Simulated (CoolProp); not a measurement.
Properties of benzene along the isotherm 398.8 K.

The numbers come from the reference Helmholtz-energy equation of state, Thol 2012 in CoolProp.

```
p (MPa)   phase  cp (kJ/(kg K))  speed of sound (m/s)  expansivity (1/kK)  fugacity coefficient
-------  ------  --------------  --------------------  ------------------  --------------------
4.46     liquid           2.051                 893.5               1.527               0.08082
8.92     liquid           2.035                 929.6               1.436               0.04631
13.4     liquid           2.021                 963.0               1.361               0.03530
17.8     liquid           2.010                 993.7               1.297               0.03033
22.3     liquid           2.001                  1023               1.242               0.02768
26.8     liquid           1.993                  1051               1.193               0.02632
31.2     liquid           1.986                  1077               1.150               0.02572
35.7     liquid           1.980                  1102               1.111               0.02564
40.1     liquid           1.974                  1125               1.077               0.02594
44.6     liquid           1.969                  1149               1.045               0.02656
49.1     liquid           1.965                  1171               1.016               0.02745
```
